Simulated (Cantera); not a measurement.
Cantera run, input and output.

```python
import numpy as np
import cantera as ct

gas = ct.Solution("gri30.yaml", transport_model="mixture-averaged")
show = ['OH', 'CH3', 'CH4']

rows = []
print(f"{'T/K':>7s}{'rho':>11s}{'cp':>10s}{'mu':>11s}{'lambda':>11s}{'Pr':>7s}" + "".join(f"{'D_' + s:>11s}" for s in show))
for T in [400, 500, 600, 700, 800, 900, 1000, 1100, 1200]:
    gas.TPX = T, 100000, {'C2H6': 0.5}
    Pr = gas.cp_mass * gas.viscosity / gas.thermal_conductivity
    D = [gas.mix_diff_coeffs_mole[gas.species_index(s)] for s in show]
    rows.append([gas.density, gas.cp_mass, gas.viscosity, gas.thermal_conductivity, Pr, *D])
    print(f"{T:7g}{gas.density:11.4e}{gas.cp_mass:10.1f}{gas.viscosity:11.4e}"
          f"{gas.thermal_conductivity:11.4e}{Pr:7.3f}" + "".join(f"{d:11.4e}" for d in D))
print("SI units: kg/m3, J/kg/K, Pa s, W/m/K, m2/s")
```

Output:

```
    T/K        rho        cp         mu     lambda     Pr       D_OH      D_CH3      D_CH4
    400 9.0415e-01    2166.5 1.2323e-05 3.5590e-02  0.750 3.8041e-05 2.7422e-05 2.7285e-05
    500 7.2332e-01    2585.3 1.4995e-05 5.1718e-02  0.750 5.6353e-05 4.1081e-05 4.0861e-05
    600 6.0276e-01    2972.3 1.7444e-05 6.9019e-02  0.751 7.7296e-05 5.6783e-05 5.6464e-05
    700 5.1666e-01    3308.0 1.9713e-05 8.6786e-02  0.751 1.0069e-04 7.4371e-05 7.3938e-05
    800 4.5207e-01    3590.7 2.1836e-05 1.0464e-01  0.749 1.2638e-04 9.3724e-05 9.3165e-05
    900 4.0184e-01    3836.7 2.3838e-05 1.2235e-01  0.748 1.5425e-04 1.1475e-04 1.1405e-04
   1000 3.6166e-01    4080.0 2.5738e-05 1.3980e-01  0.751 1.8422e-04 1.3736e-04 1.3652e-04
   1100 3.2878e-01    4275.7 2.7550e-05 1.5691e-01  0.751 2.1621e-04 1.6151e-04 1.6050e-04
   1200 3.0138e-01    4448.8 2.9288e-05 1.7363e-01  0.750 2.5014e-04 1.8712e-04 1.8594e-04
SI units: kg/m3, J/kg/K, Pa s, W/m/K, m2/s
```

Cantera simulation using GRI-Mech 3.0 (53 species, 325 reactions); the numbers are that mechanism's predictions, not measurements. The composition is frozen, though it would react at the higher temperatures.
